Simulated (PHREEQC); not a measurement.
A solution holds 0.0047 mol HBr, 0.24 mol NaCl and 3.9e-05 mol MgCl2 per kg of water, at 25 °C. Closed to the air; pH follows from the charge balance.

All values are PHREEQC results (ion-association model, phreeqc.dat), not measurements.

```csv
quantity,before,after
pH,2.43,4.35
SI of Halite (NaCl),-3.10,-6.86
```

### Question
Which change was made?
(A) HBr replaced by KBr at the same molality
(B) diluted 2-fold with water
(C) diluted 100-fold with water
(D) HBr from 0.0047 to 0.00235 mol/kgw
(E) 0.035 mol/kgw TMAH added

### Answer
C, diluted 100-fold with water

Precipitation was switched off in this run.
